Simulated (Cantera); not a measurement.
What does this Cantera script print?

```python
import numpy as np
import cantera as ct

gas_names = """
    B BCL BCL2 BCL3 BH BH2 BH3 BO BOCL BO2 B2 B2O B2O2 B2O3 B3O3CL3 B3O3H3 CL CLO CL2 H HBO HBO2 HCL
    HOCL HO2 H2 H2O H2O2 H3B3O6 O OH O2 O3
""".split()
cond_names = """
    B(b) B(L) B2O3(L) B3O3H3(cr) H2O(s) H2O(L)
""".split()


def load(file, names, dense=False):
    # The tables refer to 1 bar. Condensed volumes are neglected.
    table = {s.name: s for s in ct.Species.list_from_file(file)}
    out = []
    for n in names:
        d = dict(table[n].input_data)
        d["thermo"] = dict(d["thermo"], **{"reference-pressure": 1e5})
        if dense:
            d["equation-of-state"] = {"model": "constant-volume", "density": "1e6 g/cm^3"}
        out.append(ct.Species.from_dict(d))
    return out


gas = ct.Solution(thermo="ideal-gas", species=load("nasa_gas.yaml", gas_names))
cond = {s.name: ct.Solution(thermo="fixed-stoichiometry", species=[s], name=s.name)
        for s in load("nasa_condensed.yaml", cond_names, dense=True)}
atoms = {
    'BCl3': {'B': 1, 'CL': 3},
    'H2O': {'H': 2, 'O': 1},
    'H2': {'H': 2},
}
top_T = {}  # K; cautious upper limits of use, not melting points


def equilibrate(T, P, feed):
    n = {}
    for name, mol in feed.items():
        for a, k in atoms[name].items():
            n[a] = n.get(a, 0.0) + k * mol
    gas.TPX = T, P, n
    mass = sum(n.values()) * gas.mean_molecular_weight
    gas.equilibrate("TP")
    valid = [c for c in cond.values() if c.min_temp <= T <= top_T.get(c.name, c.max_temp)]
    mix = ct.Mixture([(gas, mass / gas.mean_molecular_weight)] + [(c, 0.0) for c in valid])
    mix.T, mix.P = T, P
    mix.equilibrate("TP", solver="vcs", rtol=1e-11, max_steps=5000)
    return mix


results = []
T = 2023  # K
P = 133.322  # Pa
for m in [1.1, 1.5, 2.1, 2.8, 3.9, 5.4, 7.4, 10, 14, 19]:
    feed = {'BCl3': 1, 'H2O': m, 'H2': 12}  # mol
    mix = equilibrate(T, P, feed)
    results.append((T, P, feed, dict(zip(mix.species_names, mix.species_moles))))

top = {s: max(r[3][s] / sum(r[3][g] for g in gas_names) for r in results) for s in gas_names}
cols = sorted((s for s in top if top[s] > 0.001), key=lambda s: -top[s])[:6]
seen = [c for c in cond_names if any(r[3].get(c, 0) > 1e-12 for r in results)]
print("log10 of partial pressures in bar; condensed amounts in mol")
print(f"{'n(H2O)':>10s}" + "".join(f"{s[:9]:>10s}" for s in cols + seen))
for T, P, feed, n in results:
    ng = sum(n[g] for g in gas_names)
    print(f"{feed['H2O']:10.4g}" + "".join(f"{np.log10(max(n[s] / ng * P / 1e5, 1e-99)):10.3f}" for s in cols)
          + "".join(f"{n.get(c, 0):10.4g}" for c in seen))
```

It prints:

```
log10 of partial pressures in bar; condensed amounts in mol
    n(H2O)        H2       H2O       HCL      HBO2         H       HBO
       1.1    -3.023    -6.060    -3.626    -5.307    -4.233    -4.492
       1.5    -3.023    -5.112    -3.629    -4.603    -4.233    -4.735
       2.1    -3.032    -4.484    -3.640    -4.322    -4.237    -5.091
       2.8    -3.047    -4.124    -3.657    -4.236    -4.245    -5.380
       3.9    -3.073    -3.841    -3.684    -4.210    -4.258    -5.663
       5.4    -3.107    -3.637    -3.719    -4.219    -4.275    -5.910
       7.4    -3.149    -3.484    -3.762    -4.248    -4.296    -6.134
        10    -3.198    -3.364    -3.812    -4.289    -4.321    -6.344
        14    -3.265    -3.256    -3.880    -4.350    -4.354    -6.580
        19    -3.336    -3.177    -3.953    -4.417    -4.389    -6.797
```

Cantera equilibrium calculation (NASA polynomials, part measured and part estimated; ideal gas, pure solids and liquids). The tables' values for BOCl, BCl are old estimates; treat these amounts as uncertain.
